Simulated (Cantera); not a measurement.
Diamond growth

A diamond (100) surface in a fixed gas of H2 with x(CH4) = 0.003, x(H) = 0.00052, x(CH3) = 1e-05, 1200 Pa; coverages are run to steady state.

Cantera simulation using the Harris–Goodwin 1993 mechanism for the reconstructed diamond (100) surface; the numbers are that mechanism's predictions, not measurements.

| T (K) | growth (µm/h) | θ c6HH | θ c6H* | θ c6*H | θ c6** | θ c6HM |
|---|---|---|---|---|---|---|
| 900 | 0.0330 | 0.682 | 0.0102 | 0.286 | 0.00405 | 0.0142 |
| 950 | 0.0337 | 0.640 | 0.0138 | 0.329 | 0.00600 | 0.00874 |
| 1000 | 0.0244 | 0.601 | 0.0179 | 0.367 | 0.00834 | 0.00391 |
| 1050 | 0.0136 | 0.564 | 0.0224 | 0.400 | 0.0109 | 0.00131 |
| 1100 | 0.00799 | 0.532 | 0.0269 | 0.427 | 0.0135 | 0.000392 |
| 1150 | 0.00613 | 0.506 | 0.0315 | 0.446 | 0.0159 | 0.000117 |
| 1200 | 0.00581 | 0.486 | 0.0359 | 0.460 | 0.0179 | 3.63e-5 |
| 1250 | 0.00532 | 0.473 | 0.0401 | 0.468 | 0.0194 | 1.15e-5 |
| 1300 | 0.00373 | 0.465 | 0.0440 | 0.470 | 0.0203 | 3.72e-6 |
| 1350 | 0.00191 | 0.464 | 0.0475 | 0.468 | 0.0208 | 1.29e-6 |
| 1400 | 0.000818 | 0.465 | 0.0506 | 0.463 | 0.0209 | 4.95e-7 |
θ: site fractions in the mechanism's names (c6HH fully hydrogenated, c6H* and c6*H radical sites, c6** diradical, c6HM methylated).
